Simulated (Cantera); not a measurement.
## Moist CO burnout

An isothermal, constant-pressure homogeneous reactor starts with 0.0552 % CO, 5.05 % O2, 1.31 % H2O, 93.6 % N2, equivalence ratio 0.0055, at 850 K and 2180 Torr.

Detailed kinetics in Cantera: GRI-Mech 3.0 (53 species, 325 reactions).

| t (s) | x CO | x O2 | x H2O | x O | x NO |
|---|---|---|---|---|---|
| 7.00e-6 | 0.000552 | 0.0505 | 0.0131 | <1e-12 | <1e-12 |
| 2.71e-5 | 0.000552 | 0.0505 | 0.0131 | <1e-12 | <1e-12 |
| 0.000105 | 0.000552 | 0.0505 | 0.0131 | <1e-12 | <1e-12 |
| 0.000404 | 0.000552 | 0.0505 | 0.0131 | <1e-12 | <1e-12 |
| 0.00156 | 0.000552 | 0.0505 | 0.0131 | 1.80e-12 | <1e-12 |
| 0.00603 | 0.000552 | 0.0505 | 0.0131 | 3.96e-12 | <1e-12 |
| 0.0233 | 0.000552 | 0.0505 | 0.0131 | 4.68e-12 | <1e-12 |
| 0.0901 | 0.000552 | 0.0505 | 0.0131 | 4.75e-12 | <1e-12 |
| 0.348 | 0.000552 | 0.0505 | 0.0131 | 5.04e-12 | <1e-12 |
| 1.35 | 0.000552 | 0.0505 | 0.0131 | 6.35e-12 | <1e-12 |
| 5.20 | 0.000552 | 0.0505 | 0.0131 | 1.60e-11 | <1e-12 |
| 20.1 | 0.000540 | 0.0505 | 0.0131 | 1.12e-10 | <1e-12 |
| 77.6 | 0.000450 | 0.0505 | 0.0131 | 1.11e-10 | <1e-12 |
| 300 | 0.000250 | 0.0504 | 0.0131 | 5.39e-11 | <1e-12 |
x: mole fraction; the columns are a selection and need not sum to one.

Equilibrium at this temperature and pressure: CO <1e-12, O2 0.0503, H2O 0.0131, O <1e-12, NO 2.41e-6 (gas phase only).
